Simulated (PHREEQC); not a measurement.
Make-up at 25 °C: 0.00255 mol HF, 3.3e-05 mol NH4HF2, 0.099 mol H2SiF6 and 0.00012 mol H3PO4 per kg of water. Closed to the air; pH follows from the charge balance.

The numbers come from PHREEQC with the ion-association model, wateq4f.dat.

**Question.** The ionic strength comes out as 0.292 mol/kgw. What activity coefficients do H2PO4-, NH4+, H+, HF2-, F- get?

**Answer.** H2PO4- 0.72, NH4+ 0.73, H+ 0.78, HF2- 0.68, F- 0.68.

Precipitation was switched off in this run. Examples of supersaturated solids here: Quartz (slow to form), Chalcedony (slow to form). Others may be too. Species that the database lacks are ignored. H3PO4, which wateq4f.dat lacks, is added to it with the constant of phreeqc.dat. SiF6-2 is the database's only silicon fluoride.
